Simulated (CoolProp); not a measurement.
Neopentane along the isotherm 276.85 °C: fugacity coefficient from the reference equation and from simpler models built on Tc = 160.6 °C, pc = 3.196 MPa, ω = 0.196; each cubic takes its own stable root.

Model: reference Helmholtz-energy equation of state, Lemmon 2006, in CoolProp. It is a short technical equation, of lower accuracy than the large ones.

| p (MPa) | phase | reference | van der Waals | Redlich-Kwong | Soave-Redlich-Kwong |
|---|---|---|---|---|---|
| 0.4 | gas | 0.9809 | 0.9796 | 0.9792 | 0.9817 |
| 0.799 | gas | 0.9621 | 0.9594 | 0.9587 | 0.9637 |
| 1.2 | gas | 0.9435 | 0.9392 | 0.9385 | 0.9459 |
| 1.6 | gas | 0.9252 | 0.9192 | 0.9186 | 0.9285 |
| 2 | gas | 0.9072 | 0.8993 | 0.8991 | 0.9114 |
| 2.4 | gas | 0.8894 | 0.8796 | 0.8799 | 0.8947 |
| 2.8 | gas | ___ | 0.8600 | 0.8611 | 0.8783 |
| 3.2 | supercritical | ___ | ___ | 0.8426 | 0.8622 |
| 3.6 | supercritical | ___ | 0.8213 | 0.8244 | 0.8464 |
| 4 | supercritical | 0.8213 | 0.8021 | 0.8067 | ___ |
| 4.39 | supercritical | 0.8055 | 0.7836 | 0.7897 | 0.8165 |
| 4.79 | supercritical | 0.7896 | 0.7649 | 0.7728 | 0.8019 |

Question: Some entries are withheld; supply them.

Answer: 
- 2.8, reference: 0.8719
- 3.2, reference: 0.8547
- 3.2, van der Waals: 0.8406
- 3.6, reference: 0.8378
- 4, Soave-Redlich-Kwong: 0.8311
